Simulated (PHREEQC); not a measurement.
**Nickel, zinc or cadmium bath (model solution)**

Make-up at 25 °C: 6.8 mmol/kgw NiCl2. Closed to the air; pH follows from the charge balance.

Computed with PHREEQC (ion-association model, wateq4f.dat).

```yaml
pH: 6.13
ionic_strength: 0.0201 mol/kgw
```

| species | molality | activity | log γ |
|---|---|---|---|
| Cl- | 0.0135 | 0.0117 | -0.062 |
| Ni+2 | 0.00667 | 0.00382 | -0.241 |
| NiCl+ | 0.000129 | 0.000112 | -0.060 |
| NiCl2 | 4.73e-6 | 4.75e-6 | 0.002 |
| H+ | 8.34e-7 | 7.42e-7 | -0.051 |
| NiOH+ | 8.17e-7 | 7.11e-7 | -0.060 |
| OH- | 1.56e-8 | 1.35e-8 | -0.062 |

Precipitation was switched off in this run.
